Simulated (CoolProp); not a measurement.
Cyclohexane at 565.85 K and 0.228 MPa is throttled through a valve to 0.0976 MPa with no heat exchange. Each further row changes one setting.

Computed with CoolProp (reference Helmholtz-energy equation of state, Zhou 2014).

```tsv
case	temperature change (K)	final density (kg/m³)
as stated	-0.7	1.76
outlet pressure 0.0293 MPa	-1.1	0.526
outlet pressure 0.127 MPa	-0.6	2.30
```
